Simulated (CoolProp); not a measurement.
R1233zd(E) along the isotherm 450 K: Z from the reference equation and from simpler models built on Tc = 438.9 K, pc = 3.583 MPa, ω = 0.304; each cubic takes its own stable root.

The numbers come from the reference Helmholtz-energy equation of state, Akasaka 2022 in CoolProp.

```json
[
 {"p (MPa)": "0.597", "phase": "gas", "reference": "0.9438", "Redlich-Kwong": "0.9454", "Soave-Redlich-Kwong": "0.9462"},
 {"p (MPa)": "1.19", "phase": "gas", "reference": "0.8837", "Redlich-Kwong": "0.8869", "Soave-Redlich-Kwong": "0.8888"},
 {"p (MPa)": "1.79", "phase": "gas", "reference": "0.8172", "Redlich-Kwong": "0.8220", "Soave-Redlich-Kwong": "0.8253"},
 {"p (MPa)": "2.39", "phase": "gas", "reference": "0.7425", "Redlich-Kwong": "0.7487", "Soave-Redlich-Kwong": "0.7540"},
 {"p (MPa)": "2.99", "phase": "gas", "reference": "0.6547", "Redlich-Kwong": "0.6616", "Soave-Redlich-Kwong": "0.6704"},
 {"p (MPa)": "3.58", "phase": "gas", "reference": "0.5425", "Redlich-Kwong": "0.5473", "Soave-Redlich-Kwong": "0.5648"},
 {"p (MPa)": "4.18", "phase": "supercritical", "reference": "0.3435", "Redlich-Kwong": "0.3410", "Soave-Redlich-Kwong": "0.3915"},
 {"p (MPa)": "4.78", "phase": "supercritical", "reference": "0.2558", "Redlich-Kwong": "0.3039", "Soave-Redlich-Kwong": "0.3200"},
 {"p (MPa)": "5.37", "phase": "supercritical", "reference": "0.2616", "Redlich-Kwong": "0.3115", "Soave-Redlich-Kwong": "0.3221"}
]
```
